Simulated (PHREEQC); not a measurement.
Solution (25 °C): 160 mmol/kgw NH3 and 0.00104 mmol/kgw H4SiO4. Closed to the air; pH follows from the charge balance.

Computed with PHREEQC (ion-association model, phreeqc.dat).

No solid was allowed to form.

Predict the pH.

pH 11.22.

In which forms is N present?

NH3 99 %, NH4+ 1.1 % of the N.
